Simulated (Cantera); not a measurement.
# Metals in furnace atmospheres: Ti + O2 + H2

Charge: 1 mol Ti, 0.0013 mol O2, 7.6 mol H2, held at 0.383 Torr.

These are equilibrium values from Cantera (NASA tables, ideal gas, pure condensed phases), not measurements of a reactor. Candidate condensed phases: H2O, Ti, TiO, TiO2, Ti2O3, Ti3O5, Ti4O7; 12 gas species. Mutual solubility and eutectic melting of coexisting phases are not modelled. TiO: taken at fixed stoichiometry. Condensed phases not in the tables: N, O or C dissolved in the metal. The numbers say what is thermodynamically allowed, not how fast it happens.

```
T (°C)  log p H2  log p H  log p Ti  log p TiO  n Ti(α)  n TiO(s)  n Ti(β)
------  --------  -------  --------  ---------  -------  --------  -------
752        -3.29   -10.01      <-15       <-15    0.997   0.00260        0
852        -3.29    -9.00    -14.33       <-15    0.997   0.00260        0
952        -3.29    -8.15    -12.57       <-15        0   0.00260    0.997
1052       -3.29    -7.43    -11.09     -13.67        0   0.00260    0.997
1152       -3.29    -6.81     -9.81     -12.09        0   0.00260    0.997
1252       -3.29    -6.27     -8.71     -10.72        0   0.00260    0.997
1352       -3.29    -5.80     -7.74      -9.52        0   0.00260    0.997
1452       -3.30    -5.38     -6.89      -8.47        0   0.00255    0.995
1552       -3.30    -5.01     -6.13      -7.54        0   0.00217    0.986
1652       -3.31    -4.68     -5.45      -6.77        0         0    0.943
```
log p: log10 of the partial pressure in bar; n: condensed amount in mol.

From 752 °C to 852 °C the condensed part is Ti(α) + TiO(s). From 952 °C to 1552 °C the condensed part is Ti(β) + TiO(s). At 1652 °C the condensed part is Ti(β).
